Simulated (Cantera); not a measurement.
Input: 1 mol CF4, 0.12 mol H2, equilibrated at 3498.15 K and 0.520 bar.

Cantera equilibrium calculation (NASA polynomials, part measured and part estimated; ideal gas, pure solids and liquids). Candidate condensed phases: C, C6H6, C7H8, C8H18; 95 gas species. Equilibrium is a limit: real reactors are often held back by kinetics, nucleation or transport.

Base state: F 0.690, CF 0.116, CF2 0.109, HF 0.0646, C3 0.0123, C 0.00342, C2 0.00228, H 0.000837 (mole fractions); condensed: gas only.

Question: What changes in the equilibrium state with this change: temperature from 3498.15 K to 975 K?

Answer: 
```
species             before    after
----------------  --------  -------
CF4                7.43e-5    0.797
HF                  0.0646    0.203
CF3               0.000735  1.67e-9
F                    0.690    <1e-9
CF                   0.116    <1e-9
CF2                  0.109    <1e-9
C3                  0.0123    <1e-9
C                  0.00342    <1e-9
C2                 0.00228    <1e-9
H                 0.000837    <1e-9
C(graphite), mol         0   0.0600
```
Gases not in the tables: C2F6 and larger saturated fluorocarbons.

Question: What changes in the equilibrium state with this change: CF4 replaced by CCl4?

Answer: 
```csv
species,before,after
Cl,0,0.873
C3,0.0123,0.0554
HCl,0,0.0346
F,0.690,0
CF,0.116,0
CF2,0.109,0
HF,0.0646,0
H,0.000837,0.0175
Cl2,0,0.000998
CF3,0.000735,0
CCl,0,0.000472
C2HCl,0,0.000267
"C(graphite), mol",0,0.0813
```
The tables' values for CCl are old estimates; treat these amounts as uncertain.
